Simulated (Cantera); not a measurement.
A closed system holds: 1 mol MgO, 0.55 mol C, 0.71 mol CO, at 45.0 mbar.

These are equilibrium values from Cantera (NASA tables, ideal gas, pure condensed phases), not measurements of a reactor. Candidate condensed phases: C, Mg, MgCO3, MgO; 15 gas species. Rates play no part.

log p: log10 of the partial pressure in bar; n: condensed amount in mol.

| T (K) | log p CO | log p Mg | log p CO2 | log p Mg2 | log p MgO | n C(graphite) | n MgO(s) |
|---|---|---|---|---|---|---|---|
| 1225 | -1.35 | -9.75 | [?] | <-13 | <-13 | 0.550 | 1.00 |
| 1325 | -1.35 | -7.74 | [?] | <-13 | <-13 | 0.550 | 1.00 |
| 1425 | -1.35 | -6.02 | [?] | <-13 | <-13 | 0.550 | 1.000 |
| 1525 | -1.35 | -4.53 | [?] | -12.67 | -13.02 | 0.550 | 1.000 |
| 1625 | -1.35 | -3.23 | [?] | -10.12 | -11.64 | 0.540 | 0.990 |
| 1725 | -1.47 | -1.97 | [?] | -7.67 | -10.41 | 0.220 | 0.670 |
| 1825 | -1.50 | -1.86 | [?] | -7.52 | -9.33 | 0 | 0.450 |
| 1925 | -1.50 | -1.86 | [?] | -7.58 | -8.35 | 0 | 0.450 |

Q: What belongs in the gaps?

A: 
- 1225, log p CO2: -4.57
- 1325, log p CO2: -5.11
- 1425, log p CO2: -5.57
- 1525, log p CO2: -5.97
- 1625, log p CO2: -6.32
- 1725, log p CO2: -6.86
- 1825, log p CO2: -6.25
- 1925, log p CO2: -5.58
